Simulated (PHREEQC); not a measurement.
Make-up at 20 °C: 0.02 mol Cu(NO3)2, 0.019 mol HNO3 and 0.00081 mol FeCl3 per kg of water. Closed to the air; pH follows from the charge balance.

The numbers come from PHREEQC with the ion-association model, phreeqc.dat.

### Question
The ionic strength comes out as 0.0835 mol/kgw. What activity coefficients do H+, Cu+2, Fe+3, FeOH+2, NO3- get?

### Answer
H+ 0.83, Cu+2 0.42, Fe+3 0.19, FeOH+2 0.40, NO3- 0.77.

No solid was allowed to form. The solution is supersaturated, for example in Hematite (slow to form), Goethite (slow to form), so a real one may precipitate; this is no full list.
